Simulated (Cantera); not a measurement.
Cantera run, input and output.

```python
import numpy as np
import cantera as ct

gas = ct.Solution("gri30.yaml")


def delay(T, t_max=10):
    gas.TPX = T, 2000000, {'CH4': 1, 'O2': 2.94, 'N2': 11.1, 'H2O': 0.57}
    reactor = ct.IdealGasReactor(gas, clone=False)
    net = ct.ReactorNet([reactor])
    net.rtol, net.atol = 1e-8, 1e-16
    while net.time < t_max:
        t_old, T_old = net.time, reactor.T
        net.step()
        if reactor.T > T + 400:  # ignition: a rise of 400 K
            return t_old + (T + 400 - T_old) / (reactor.T - T_old) * (net.time - t_old)
    return np.nan


taus = []
for T in [1050, 1150, 1250, 1350, 1450, 1550, 1650, 1750]:
    taus.append(delay(T))
    print(f"T0 = {T:6g} K   tau = {taus[-1]:.4e} s")
```

Output:

```
T0 =   1050 K   tau = 1.5558e-02 s
T0 =   1150 K   tau = 3.5260e-03 s
T0 =   1250 K   tau = 1.0282e-03 s
T0 =   1350 K   tau = 3.5319e-04 s
T0 =   1450 K   tau = 1.3513e-04 s
T0 =   1550 K   tau = 5.5873e-05 s
T0 =   1650 K   tau = 2.4661e-05 s
T0 =   1750 K   tau = 1.1626e-05 s
```

Detailed kinetics in Cantera: GRI-Mech 3.0 (53 species, 325 reactions). The pressure lies above the range GRI-Mech 3.0 was tuned for (to about 10 atm).
